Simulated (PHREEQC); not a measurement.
Dissolve 0.014 mol KOH, 3.2e-05 mol H3BO3 and 0.05 mol (CH3)4NCl per kg of water at 25 °C. Closed to the air; pH follows from the charge balance.

All values are PHREEQC results (ion-association model, wateq4f.dat), not measurements.

Each row changes one thing in this solution. No solid was allowed to form.

```
case                                           pH  ionic strength (mol/kgw)  H3BO3 (mol/kgw)
------------------------------------------  -----  ------------------------  ---------------
as made                                     12.05                    0.0640          3.85e-8
KOH left out                                    …                         …          3.19e-5
KOH replaced by KHSO4 at the same molality      …                    0.0834          3.20e-5
H3BO3 from 3.2e-05 to 3.52e-05 mol/kgw      12.05                    0.0640          4.24e-8
0.0093 mol/kgw FeCl3 added                   4.26                         …          3.20e-5
(CH3)4NCl from 0.05 to 0.01 mol/kgw         12.08                    0.0240                …
(CH3)4NCl from 0.05 to 0.1 mol/kgw          12.02                     0.114          3.77e-8
```

Problem. What belongs in the gaps?

Solution. 
- KOH left out, pH: 6.76
- KOH left out, ionic strength (mol/kgw): 0.0500
- KOH replaced by KHSO4 at the same molality, pH: 2.08
- 0.0093 mol/kgw FeCl3 added, ionic strength (mol/kgw): 0.0944
- (CH3)4NCl from 0.05 to 0.01 mol/kgw, H3BO3 (mol/kgw): 3.93e-8

Complexes and solids missing from the database can't appear. Some of these states are supersaturated (in Fe(OH)3(a), Hematite (slow to form), for instance). (CH3)4N+ isn't in the database: it is added as a free cation with an ion size of 4 Å.
